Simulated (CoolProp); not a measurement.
Vapour-liquid equilibrium of acetone (1) + n-hexane (2) at 0.992 MPa; x and y are mole fractions of (1).

Model: multi-fluid Helmholtz-energy mixture model, Lemmon 2006 and Thol 2019; pair parameters Bell 2016, in CoolProp.

```json
[
 {"x": "0.05", "bubble temperature, mixture model (K)": "431.6", "bubble temperature, Raoult's law (K)": "436.3", "y, mixture model": "0.124", "y, Raoult's law": "0.074"},
 {"x": "0.125", "bubble temperature, mixture model (K)": "424.8", "bubble temperature, Raoult's law (K)": "434.3", "y, mixture model": "0.261", "y, Raoult's law": "0.178"},
 {"x": "0.2", "bubble temperature, mixture model (K)": "420.1", "bubble temperature, Raoult's law (K)": "432.4", "y, mixture model": "0.358", "y, Raoult's law": "0.275"},
 {"x": "0.275", "bubble temperature, mixture model (K)": "416.9", "bubble temperature, Raoult's law (K)": "430.6", "y, mixture model": "0.430", "y, Raoult's law": "0.365"},
 {"x": "0.35", "bubble temperature, mixture model (K)": "414.6", "bubble temperature, Raoult's law (K)": "428.8", "y, mixture model": "0.487", "y, Raoult's law": "0.450"},
 {"x": "0.425", "bubble temperature, mixture model (K)": "413.0", "bubble temperature, Raoult's law (K)": "427.1", "y, mixture model": "0.536", "y, Raoult's law": "0.529"},
 {"x": "0.5", "bubble temperature, mixture model (K)": "411.9", "bubble temperature, Raoult's law (K)": "425.5", "y, mixture model": "0.579", "y, Raoult's law": "0.603"},
 {"x": "0.575", "bubble temperature, mixture model (K)": "411.1", "bubble temperature, Raoult's law (K)": "423.9", "y, mixture model": "0.621", "y, Raoult's law": "0.672"},
 {"x": "0.65", "bubble temperature, mixture model (K)": "410.8", "bubble temperature, Raoult's law (K)": "422.4", "y, mixture model": "0.664", "y, Raoult's law": "0.738"},
 {"x": "0.725", "bubble temperature, mixture model (K)": "410.8", "bubble temperature, Raoult's law (K)": "421.0", "y, mixture model": "0.712", "y, Raoult's law": "0.800"},
 {"x": "0.8", "bubble temperature, mixture model (K)": "411.2", "bubble temperature, Raoult's law (K)": "419.6", "y, mixture model": "0.767", "y, Raoult's law": "0.858"},
 {"x": "0.875", "bubble temperature, mixture model (K)": "412.3", "bubble temperature, Raoult's law (K)": "418.2", "y, mixture model": "0.835", "y, Raoult's law": "0.914"},
 {"x": "0.95", "bubble temperature, mixture model (K)": "414.2", "bubble temperature, Raoult's law (K)": "416.9", "y, mixture model": "0.924", "y, Raoult's law": "0.966"}
]
```

The largest gap from Raoult's law is -14.2 K in bubble temperature, at x = 0.35. y crosses x between x = 0.65 and 0.725: the model has an azeotrope there.

Pair parameters are fitted to limited data, so mixtures are less certain than the pure fluids.
